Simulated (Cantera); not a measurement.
An isothermal, constant-pressure homogeneous reactor starts with NH3 : H2 = 1 : 8.5 (molar parts), at 1623 K and 1.01 bar. Integrator tolerance rtol = 1e-08.

Computed with Cantera and the gas-phase N/H chemistry of the illustrative SiF4/NH3 mechanism in the Surface Chemkin manual (1991). Walls and surfaces, which speed up NH3 decomposition in real reactors, are not modelled.

What does this change do: H2 8.5 to 3.4 parts?


| quantity | before | after |
|---|---|---|
| x(NH3) at 7.00 s | 0.0852 (gas-phase equilibrium 8.93e-6) | 0.151 (gas-phase equilibrium 1.16e-5) |
| x(H2) at 7.00 s | 0.906 (gas-phase equilibrium 0.952) | 0.818 (gas-phase equilibrium 0.907) |
| x(NH2) at 7.00 s | 1.36e-5 (gas-phase equilibrium 1.53e-9) | 2.36e-5 (gas-phase equilibrium 2.03e-9) |
| x(N2H4) at 7.00 s | 3.94e-9 (gas-phase equilibrium <1e-12) | 1.18e-8 (gas-phase equilibrium <1e-12) |
| x(N2H2) at 7.00 s | 7.09e-9 (gas-phase equilibrium <1e-12) | 2.20e-8 (gas-phase equilibrium <1e-12) |
| x(NH) at 7.00 s | 6.35e-8 (gas-phase equilibrium 7.61e-12) | 1.07e-7 (gas-phase equilibrium 1.04e-11) |
| x(N) at 7.00 s | 1.87e-9 (gas-phase equilibrium <1e-12) | 3.07e-9 (gas-phase equilibrium <1e-12) |

What does this change do: NH3 1 to 5.6 parts?


| quantity | before | after |
|---|---|---|
| x(NH3) at 7.00 s | 0.0852 (gas-phase equilibrium 8.93e-6) | 0.211 (gas-phase equilibrium 1.32e-5) |
| x(H2) at 7.00 s | 0.906 (gas-phase equilibrium 0.952) | 0.723 (gas-phase equilibrium 0.858) |
| x(NH2) at 7.00 s | 1.36e-5 (gas-phase equilibrium 1.53e-9) | 3.26e-5 (gas-phase equilibrium 2.38e-9) |
| x(N2H4) at 7.00 s | 3.94e-9 (gas-phase equilibrium <1e-12) | 2.24e-8 (gas-phase equilibrium <1e-12) |
| x(N2H2) at 7.00 s | 7.09e-9 (gas-phase equilibrium <1e-12) | 4.32e-8 (gas-phase equilibrium <1e-12) |
| x(NH) at 7.00 s | 6.35e-8 (gas-phase equilibrium 7.61e-12) | 1.45e-7 (gas-phase equilibrium 1.25e-11) |
| x(N) at 7.00 s | 1.87e-9 (gas-phase equilibrium <1e-12) | 4.09e-9 (gas-phase equilibrium <1e-12) |
